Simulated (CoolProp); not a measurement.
Properties of CH2F2 (R32) along the isobar 0.101 MPa.

Model: reference Helmholtz-energy equation of state, Tillner-Roth 1997, in CoolProp.

```csv
T (K),phase,speed of sound (m/s),isothermal compressibility (1/MPa),viscosity (µPa s),fugacity coefficient
177.3,liquid,1200,0.0008273,629,___
189.3,liquid,1138,0.0009577,___,0.1389
201.3,liquid,___,0.001117,408,0.3122
213.3,liquid,1013,___,338,0.6292
225.2,gas,209.4,___,10.0,0.9629
237.2,gas,215.6,10.22,10.6,0.9703
249.2,gas,___,10.16,11.1,0.9757
261.2,gas,226.5,10.11,11.7,0.9798
273.1,gas,___,10.08,12.2,0.9830
285.1,gas,236.2,10.05,12.8,0.9856
297.1,gas,240.8,10.03,13.3,0.9876
309.1,gas,___,10.01,13.9,0.9893
321,gas,249.6,9.996,14.4,0.9906
333,gas,253.7,9.984,14.9,0.9918
```

Task: Complete the blanks.

Result: 
- 177.3, fugacity coefficient: 0.05412
- 189.3, viscosity (µPa s): 500
- 201.3, speed of sound (m/s): 1076
- 213.3, isothermal compressibility (1/MPa): 0.001313
- 225.2, isothermal compressibility (1/MPa): 10.32
- 249.2, speed of sound (m/s): 221.2
- 273.1, speed of sound (m/s): 231.5
- 309.1, speed of sound (m/s): 245.3

Viscosity comes from a separate model (Bell 2016), an estimate that may be off by 10 % or more.
